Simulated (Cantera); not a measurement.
A closed system holds: 1 mol SiC, 0.52 mol CO₂, 78 mol H₂, 0.1 mol N₂O, held at 1525 °C and 7.90 mbar.

Method: chemical equilibrium by Gibbs-energy minimisation in Cantera with the NASA 1993 tables (ideal gas, pure condensed phases). Candidate condensed phases: C, C₆H₆, C₇H₈, C₈H₁₈, H₂O, Si, SiC, SiO₂, Si₂N₂O, Si₃N₄; 151 gas species. Rates play no part.

Task: What is the equilibrium state?

Result: 
- x(H₂) = 0.980
- x(CO) = 0.0105
- x(H) = 0.00393
- x(SiO) = 0.00387
- x(N₂) = 0.00125
- x(Si) = 7.64e-5
- x(HCN) = 2.60e-5
- x(SiH) = 7.71e-6
- x(SiH₂) = 5.66e-6
- n(SiC(s)) = 0.685 mol
- gas amount = 79.40 mol
- log10 activity of Si(l) (absent) = -0.71
- log10 activity of C(graphite) (absent) = -0.91
